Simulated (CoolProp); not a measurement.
Values from CoolProp's reference Helmholtz-energy equation of state, Wu 2012.

Question: For fluoroethane (R161), give the phase and the density (kg/m³), cp (kJ/(kg K)), isothermal compressibility (1/MPa), expansivity (1/kK) at 216.1 K and 11.5 bar; 216.1 K and 38.5 bar.

Answer: 
- 216.1 K and 11.5 bar: liquid; density 846, cp 1.92, isothermal compressibility 0.00112, expansivity 1.58
- 216.1 K and 38.5 bar: liquid; density 848, cp 1.92, isothermal compressibility 0.00109, expansivity 1.55
